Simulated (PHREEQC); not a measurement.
Solution (5 °C): 0.23 mol HF, 0.0001 mol H2SiF6 and 0.00017 mol H3BO3 per kg of water. Closed to the air; pH follows from the charge balance.

The numbers come from PHREEQC with the ion-association model, phreeqc.dat.

Precipitation was switched off in this run.

Task: Order these F species by the share of F that they hold, largest first: HF2-, SiF6-2, HF, F-, BF4-.

Result: HF (88 %), HF2- (6.6 %), F- (5.3 %), BF4- (0.29 %), SiF6-2 (0.26 %)

The pH is 1.74 and the ionic strength 0.0203 mol/kgw. Constants without temperature data keep their 25 °C values here. SiF6-2 is the database's only silicon fluoride. Real BF4- forms and hydrolyses slowly; the run takes it at equilibrium.
